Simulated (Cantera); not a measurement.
An isothermal, constant-pressure homogeneous reactor starts with CH4 : H2O : H2 = 1 : 1.9 : 0.8 (molar parts), at 1375 K and 10.0 bar. Integrator tolerance rtol = 1e-08.

Computed with Cantera and GRI-Mech 3.0 (53 species, 325 reactions).

Q: What does this change do: CH4 1 to 0.36 parts?

A: 
```tsv
quantity	before	after
x(CH4) at 100 s	0.197 (gas-phase equilibrium 0.000786)	0.0891 (gas-phase equilibrium 5.84e-5)
x(H2O) at 100 s	0.411 (gas-phase equilibrium 0.143)	0.562 (gas-phase equilibrium 0.383)
x(H2) at 100 s	0.346 (gas-phase equilibrium 0.681)	0.327 (gas-phase equilibrium 0.522)
x(C2H) at 100 s	1.02e-12 (gas-phase equilibrium <1e-12)	<1e-12 (gas-phase equilibrium <1e-12)
x(CO2) at 100 s	0.0153 (gas-phase equilibrium 0.0161)	0.00982 (gas-phase equilibrium 0.0249)
```

Q: What does this change do: temperature 1375 to 1750 K?

A: 
```csv
quantity,before,after
x(CH4) at 100 s,0.197 (gas-phase equilibrium 0.000786),1.05e-5 (gas-phase equilibrium 1.14e-5)
x(H2O) at 100 s,0.411 (gas-phase equilibrium 0.143),0.148 (gas-phase equilibrium 0.148)
x(H2) at 100 s,0.346 (gas-phase equilibrium 0.681),0.677 (gas-phase equilibrium 0.677)
x(C2H) at 100 s,1.02e-12 (gas-phase equilibrium <1e-12),<1e-12 (gas-phase equilibrium <1e-12)
x(CO2) at 100 s,0.0153 (gas-phase equilibrium 0.0161),0.01000 (gas-phase equilibrium 0.01000)
```
